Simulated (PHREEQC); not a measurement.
Dissolve 51 mmol/kgw NaHS at 50 °C. Closed to the air; pH follows from the charge balance.

Model: ion-association model, phreeqc.dat, run in PHREEQC.

Precipitation was switched off in this run.

Question: Estimate the pH.

Answer: pH 9.10.

Complexes and solids missing from the database can't appear. Constants without temperature data keep their 25 °C values here.
